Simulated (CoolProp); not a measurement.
c-C4F8 (RC318) along the isobar 5.32 MPa: Z from the reference equation and from simpler models built on Tc = 388.4 K, pc = 2.778 MPa, ω = 0.355; each cubic takes its own stable root.

Computed with CoolProp (reference Helmholtz-energy equation of state, Platzer 1990). This equation is an older, rougher fit; its heat capacities, sound speeds and derivatives of the liquid may be far off and weren't checked against measurements.

| T (K) | phase | reference |
|---|---|---|
| 373.4 | liquid | 0.2867 |
| 383.1 | liquid | 0.2946 |
| 392.9 | supercritical | 0.3069 |
| 402.6 | supercritical | 0.3257 |
| 412.4 | supercritical | 0.3565 |
| 422.1 | supercritical | 0.4040 |
| 431.8 | supercritical | 0.4660 |
| 441.6 | supercritical | 0.5302 |
| 451.3 | supercritical | 0.5863 |
| 461 | supercritical | 0.6338 |
| 470.8 | supercritical | 0.6743 |
| 480.5 | supercritical | 0.7086 |
| 490.3 | supercritical | 0.7385 |
| 500 | supercritical | 0.7643 |

How far does each simpler model (van der Waals, Redlich-Kwong, Soave-Redlich-Kwong, Peng-Robinson) lie from the reference over these 14 states: mean and median of the absolute difference, and the worst?


- van der Waals: mean 20.3 %, median 16.0 %, worst +43.3 % at 373.4 K and 5.32 MPa
- Redlich-Kwong: mean 8.8 %, median 8.9 %, worst +12.8 % at 383.1 K and 5.32 MPa
- Soave-Redlich-Kwong: mean 9.4 %, median 9.6 %, worst +15.4 % at 412.4 K and 5.32 MPa
- Peng-Robinson: mean 2.2 %, median 1.2 %, worst +6.1 % at 412.4 K and 5.32 MPa
